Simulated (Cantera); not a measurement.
An isothermal, constant-pressure homogeneous reactor starts with 50.0 % N2O, 50.0 % N2, at 1425 K and 20.0 Torr.

Model: GRI-Mech 3.0 (53 species, 325 reactions), integrated in Cantera. GRI-Mech 3.0 was tuned for natural gas; its chemistry of N2O as a main component is partial and can be far from experiment. Radical loss at walls, strong at low pressure, is not modelled. The temperature is held fixed by assumption; the heat of reaction is taken as removed at once.

x: mole fraction; the columns are a selection and need not sum to one.

| t (s) | x N2O | x NO | x O2 | x NO2 | x O | x N2 |
|---|---|---|---|---|---|---|
| 4.00e-6 | 0.500 | 2.16e-9 | 4.08e-9 | <1e-12 | 5.84e-7 | 0.500 |
| 2.37e-5 | 0.500 | 7.35e-8 | 1.39e-7 | <1e-12 | 3.31e-6 | 0.500 |
| 0.000140 | 0.500 | 2.18e-6 | 4.12e-6 | <1e-12 | 1.54e-5 | 0.500 |
| 0.000828 | 0.500 | 3.74e-5 | 7.05e-5 | 7.26e-11 | 3.27e-5 | 0.500 |
| 0.00490 | 0.498 | 0.000288 | 0.000542 | 4.13e-9 | 3.36e-5 | 0.501 |
| 0.0290 | 0.489 | ___ | ___ | ___ | 3.36e-5 | 0.505 |
| 0.171 | 0.441 | 0.00982 | 0.0185 | 1.68e-6 | 3.36e-5 | 0.530 |
| 1.01 | ___ | ___ | ___ | ___ | 3.34e-5 | ___ |
| 6.00 | 0.0131 | 0.0807 | 0.154 | 2.51e-5 | 2.67e-5 | 0.752 |

Problem. What belongs in the gaps?

Solution. 
- 0.0290, x NO: 0.00175
- 0.0290, x O2: 0.00330
- 0.0290, x NO2: 1.23e-7
- 1.01, x N2O: 0.248
- 1.01, x NO: 0.0423
- 1.01, x O2: 0.0798
- 1.01, x NO2: 1.01e-5
- 1.01, x N2: 0.630
